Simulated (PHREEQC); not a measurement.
Solution (30 °C): 0.21 mol KOH and 0.067 mol Na2CO3 per kg of water. Closed to the air; pH follows from the charge balance.

The numbers come from PHREEQC with the ion-association model, phreeqc.dat.

Each row changes one thing in this solution. Precipitation was switched off in this run.

```
case                                               pH  ionic strength (mol/kgw)
----------------------------------------------  -----  ------------------------
as made                                         12.98                     0.358
KOH replaced by KF at the same molality           ___                     0.353
Na2CO3 left out                                 13.00                     0.210
Na2CO3 replaced by NaHSO4 at the same molality  12.82                     0.304
temperature from 30 to 70 °C                    11.93                     0.313
Na2CO3 from 0.067 to 0.134 mol/kgw                ___                     0.473
KOH from 0.21 to 0.42 mol/kgw                   13.26                     0.573
0.026 mol/kgw AlCl3 added                       12.68                     0.358
```

Q: What belongs in the gaps?

A: 
- KOH replaced by KF at the same molality, pH: 11.05
- Na2CO3 from 0.067 to 0.134 mol/kgw, pH: 12.96

At this temperature some constants are extrapolated from 25 °C, and those without enthalpy data are left unchanged.
